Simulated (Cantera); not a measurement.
Input (Python, Cantera):

```python
import numpy as np
import cantera as ct

gas = ct.Solution("h2o2.yaml")
gas.TPX = 625, 13332, {'H2': 1, 'O2': 0.36, 'N2': 1.04}
flame = ct.FreeFlame(gas, width=0.16)
flame.set_refine_criteria(ratio=3, slope=0.08, curve=0.16)
flame.transport_model = "mixture-averaged"
flame.solve(loglevel=0, auto=True)
z, T = flame.grid, flame.T
thick = (T[-1] - T[0]) / np.gradient(T, z).max()
show = ['H2', 'O2', 'H2O', 'H', 'OH', 'H2O2']
print(f"laminar burning velocity  {flame.velocity[0] * 100:.3f} cm/s")
print(f"burnt temperature         {T[-1]:.1f} K")
print(f"thermal thickness         {thick * 1e3:.4f} mm")
print(f"grid points               {len(z)}")
z0 = z[flame.heat_release_rate.argmax()]
print(f"{'z/mm':>9s}{'T/K':>9s}{'u/(m/s)':>9s}" + "".join(f"{s:>11s}" for s in show))
rows = []
for k in (-3, -2, -1.5, -1, -0.5, -0.25, 0, 0.25, 0.5, 1, 2, 4, 8):
    zz = z0 + k * thick
    rows.append([k * thick, np.interp(zz, z, T), np.interp(zz, z, flame.velocity),
                 *(np.interp(zz, z, flame.X[gas.species_index(s)]) for s in show)])
    print(f"{rows[-1][0] * 1e3:9.3f}{rows[-1][1]:9.1f}{rows[-1][2]:9.3f}" + "".join(f"{x:11.3e}" for x in rows[-1][3:]))
```

It prints:

```
laminar burning velocity  854.966 cm/s
burnt temperature         2533.6 K
thermal thickness         5.9233 mm
grid points               132
     z/mm      T/K  u/(m/s)         H2         O2        H2O          H         OH       H2O2
  -17.770    625.0    8.550  4.167e-01  1.500e-01  4.895e-14  1.595e-14  2.070e-17  4.845e-17
  -11.847    625.0    8.550  4.167e-01  1.500e-01  3.388e-12  2.316e-11  2.761e-14  1.406e-15
   -8.885    625.0    8.550  4.167e-01  1.500e-01  1.262e-10  1.590e-09  1.750e-12  6.083e-14
   -5.923    625.0    8.550  4.167e-01  1.500e-01  2.720e-08  3.740e-07  5.835e-10  4.994e-11
   -2.962    631.8    8.635  4.154e-01  1.499e-01  4.342e-04  5.022e-04  2.359e-05  2.519e-07
   -1.481    744.5   10.083  3.917e-01  1.463e-01  1.097e-02  1.254e-02  2.952e-04  3.895e-07
    0.000   1143.4   15.058  2.187e-01  8.727e-02  1.311e-01  1.018e-01  3.863e-03  6.080e-07
    1.481   1420.5   18.469  1.033e-01  2.154e-02  2.517e-01  1.458e-01  8.968e-03  6.295e-07
    2.962   1532.8   19.778  1.012e-01  1.597e-02  2.625e-01  1.367e-01  1.131e-02  5.088e-07
    5.923   1668.9   21.323  1.083e-01  1.406e-02  2.672e-01  1.200e-01  1.406e-02  3.284e-07
   11.847   1829.0   23.084  1.154e-01  1.188e-02  2.739e-01  1.011e-01  1.689e-02  1.767e-07
   23.693   2001.6   24.917  1.213e-01  9.458e-03  2.830e-01  8.176e-02  1.907e-02  9.171e-08
   47.386   2176.5   26.708  1.256e-01  6.986e-03  2.942e-01  6.335e-02  1.993e-02  5.221e-08
```

Computed with Cantera and the H2/O2 subset of GRI-Mech 3.0, which has no nitrogen chemistry. Burning velocities carry a grid error of a few per cent, more on coarse grids.
